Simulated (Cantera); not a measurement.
Charge: 1 mol LiCl, 0.059 mol O2, a varied amount of H2, held at 1275 °C and 11.0 Pa.

These are equilibrium values from Cantera (NASA tables, ideal gas, pure condensed phases), not measurements of a reactor. Candidate condensed phases: H2O, Li, LiCl, LiH, LiOH, Li2O; 25 gas species. The numbers say what is thermodynamically allowed, not how fast it happens.

Question: At 87 mol H2, list the 4 most abundant gas species with their mole fractions, and the condensed phases.

Answer: H2 0.984, LiCl 0.0107, H 0.00291, H2O 0.00133. Condensed: gas only.
